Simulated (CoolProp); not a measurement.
Model: reference Helmholtz-energy equation of state, Lemmon 2006, in CoolProp. It is a short technical equation, of lower accuracy than the large ones.

### Question
Give the vapour pressure (MPa), enthalpy of vaporisation (kJ/kg), liquid cp (kJ/(kg K)), vapour Z of saturated carbon monoxide at 117.3, 125.2 K.

### Answer
```csv
T (K),p (MPa),enthalpy of vaporisation (kJ/kg),liquid cp (kJ/(kg K)),vapour Z
117.3,1.62,139,2.95,0.704
125.2,2.44,105,4.16,0.588
```
